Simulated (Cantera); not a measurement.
Feed: 1 mol SiCl4, 31 mol NH3, 32 mol H2, at 10.0 Torr.

These are equilibrium values from Cantera (NASA tables, ideal gas, pure condensed phases), not measurements of a reactor. Candidate condensed phases: NH4Cl, Si, Si3N4; 28 gas species. Gases not in the tables: Si2H6 and higher silanes. Kinetics and transport are ignored.

Q: What share of the Si ends up in condensed phases as a function of T (K), at 1048, 1148, 1248, 1348, 1448, 1548, 1648, 1748, 1848?

A: 
| T (K) | Si condensed (%) | as |
|---|---|---|
| 1048 | 100.0 | Si3N4(s) |
| 1148 | 100.0 | Si3N4(s) |
| 1248 | 99.9 | Si3N4(s) |
| 1348 | 99.5 | Si3N4(s) |
| 1448 | 97.5 | Si3N4(s) |
| 1548 | 90.6 | Si3N4(s) |
| 1648 | 73.6 | Si3N4(s) |
| 1748 | 55.3 | Si(l) |
| 1848 | 54.3 | Si(l) |
